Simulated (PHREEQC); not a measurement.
**Polishing slurry liquid**

Consider water at 25 °C with 0.016 mol/kgw K2CO3, 0.00021 mol/kgw K2SO4 and 0.0014 mol/kgw KH2PO4. Closed to the air; pH follows from the charge balance.

All values are PHREEQC results (ion-association model, phreeqc.dat), not measurements.

```
Property                       Value
--------------------  --------------
pH                             10.84
ionic strength        0.0492 mol/kgw
specific conductance      4030 µS/cm
total alkalinity         32.0 meq/kg
```

```json
[
 {"species": "K+", "molality": "0.0338", "activity": "0.0275", "log γ": "-0.089"},
 {"species": "CO3-2", "molality": "0.0136", "activity": "0.00645", "log γ": "-0.325"},
 {"species": "HCO3-", "molality": "0.00238", "activity": "0.00197", "log γ": "-0.081"},
 {"species": "HPO4-2", "molality": "0.00125", "activity": "0.000583", "log γ": "-0.332"},
 {"species": "OH-", "molality": "0.000867", "activity": "0.000705", "log γ": "-0.090"},
 {"species": "SO4-2", "molality": "0.000189", "activity": "8.79e-5", "log γ": "-0.334"},
 {"species": "PO4-3", "molality": "0.000112", "activity": "1.83e-5", "log γ": "-0.788"},
 {"species": "KHPO4-", "molality": "3.76e-5", "activity": "3.12e-5", "log γ": "-0.081"},
 {"species": "KSO4-", "molality": "2.05e-5", "activity": "1.70e-5", "log γ": "-0.081"},
 {"species": "H2PO4-", "molality": "1.62e-7", "activity": "1.35e-7", "log γ": "-0.081"},
 {"species": "CO2", "molality": "6.30e-8", "activity": "6.37e-8", "log γ": "0.005"}
]
```

No solid was allowed to form.
